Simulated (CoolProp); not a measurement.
Vapour-liquid equilibrium of R1234yf (1) + R1234ze(E) (2) at -3.55 °C; x and y are mole fractions of (1).

Computed with CoolProp (multi-fluid Helmholtz-energy mixture model, Lemmon 2022 and Thol 2016; pair parameters Bell 2022).

```csv
x,"bubble pressure, mixture model (kPa)","bubble pressure, Raoult's law (kPa)","y, mixture model","y, Raoult's law"
0.05,194.9,194.1,0.074,0.072
0.125,202.5,200.9,0.175,0.174
0.2,209.8,207.6,0.269,0.269
0.275,216.8,214.4,0.355,0.359
0.35,223.6,221.1,0.436,0.443
0.425,230.2,227.9,0.513,0.521
0.5,236.7,234.6,0.585,0.596
0.575,243.2,241.3,0.655,0.666
0.65,249.6,248.1,0.721,0.732
0.725,256.0,254.8,0.786,0.795
0.8,262.4,261.6,0.847,0.855
0.875,268.8,268.3,0.906,0.912
0.95,275.2,275.1,0.963,0.966
```

The largest gap from Raoult's law is +1.1 % in bubble pressure, at x = 0.275. No azeotrope shows between x = 0.05 and 0.95.

Pair parameters are fitted to limited data, so mixtures are less certain than the pure fluids.
